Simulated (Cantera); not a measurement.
What does this Cantera script print?

```python
import numpy as np
import cantera as ct

gas_names = """
    H2O2 H2
""".split()
cond_names = """
    V(cr) V(L) V2O5(s) V2O5(L)
""".split()


def load(file, names, dense=False):
    # The tables refer to 1 bar. Condensed volumes are neglected.
    table = {s.name: s for s in ct.Species.list_from_file(file)}
    out = []
    for n in names:
        d = dict(table[n].input_data)
        d["thermo"] = dict(d["thermo"], **{"reference-pressure": 1e5})
        if dense:
            d["equation-of-state"] = {"model": "constant-volume", "density": "1e6 g/cm^3"}
        out.append(ct.Species.from_dict(d))
    return out


species = {s.name: s for s in load("nasa_gas.yaml", gas_names) + load("nasa_condensed.yaml", cond_names)}
# Each term lists the table entries of one substance; the one whose range holds T is used.
reactions = {
    '5 H2O2(g) + 4 V = 5 H2(g) + 2 V2O5':
        [(-5, ['H2O2']), (-4, ['V(cr)', 'V(L)']), (5, ['H2']), (2, ['V2O5(s)', 'V2O5(L)'])],
}


def pick(names, T):
    return next(species[n] for n in names if species[n].thermo.min_temp <= T <= species[n].thermo.max_temp)


results = []
for label, terms in reactions.items():
    print(label)
    print("     T/K   dH/kJ  dS/(J/K)   dG/kJ   log10 K")
    for T in [2023, 2123, 2223, 2323, 2423, 2523, 2623]:
        used = [(nu, pick(names, T)) for nu, names in terms]
        dH = sum(nu * s.thermo.h(T) for nu, s in used) / 1e6
        dS = sum(nu * s.thermo.s(T) for nu, s in used) / 1e3
        dG = dH - T * dS / 1e3
        logK = -dG * 1e6 / (ct.gas_constant * T * np.log(10))
        results.append((label, T, dH, dS, dG, logK, [s.name for _, s in used]))
        print(f"{T:8g} {dH:8.1f} {dS:8.1f} {dG:8.1f} {logK:8.2f}")
```

Result:

```
5 H2O2(g) + 4 V = 5 H2(g) + 2 V2O5
     T/K   dH/kJ  dS/(J/K)   dG/kJ   log10 K
    2023  -2160.2    -67.8  -2023.0    52.23
    2123  -2158.9    -67.2  -2016.3    49.61
    2223  -2250.0   -108.8  -2008.2    47.19
    2323  -2250.6   -109.1  -1997.3    44.91
    2423  -2251.4   -109.4  -1986.4    42.82
    2523  -2252.3   -109.7  -1975.4    40.90
    2623  -2253.2   -110.1  -1964.4    39.12
```

Standard-state values (1 bar) from the NASA 1993 polynomials, evaluated with Cantera. Condensed species are held in their standard states even where they would react or evaporate.
